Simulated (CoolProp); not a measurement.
Values from CoolProp's reference Helmholtz-energy equation of state, Leachman 2009.

Q: Give the vapour pressure (MPa), enthalpy of vaporisation (kJ/kg), liquid viscosity (µPa s), liquid conductivity (mW/(m K)) of saturated normal hydrogen at 21.3, 25.7, 32.2 K.

A: 
```json
[
 {"T (K)": "21.3", "p (MPa)": "0.132", "enthalpy of vaporisation (kJ/kg)": "444", "liquid viscosity (µPa s)": "12.5", "liquid conductivity (mW/(m K))": "104"},
 {"T (K)": "25.7", "p (MPa)": "0.371", "enthalpy of vaporisation (kJ/kg)": "399", "liquid viscosity (µPa s)": "8.98", "liquid conductivity (mW/(m K))": "102"},
 {"T (K)": "32.2", "p (MPa)": "1.13", "enthalpy of vaporisation (kJ/kg)": "191", "liquid viscosity (µPa s)": "4.87", "liquid conductivity (mW/(m K))": "89.7"}
]
```

Viscosity comes from a separate model (Muzny 2013). Thermal conductivity comes from a separate model (Assael 2011).
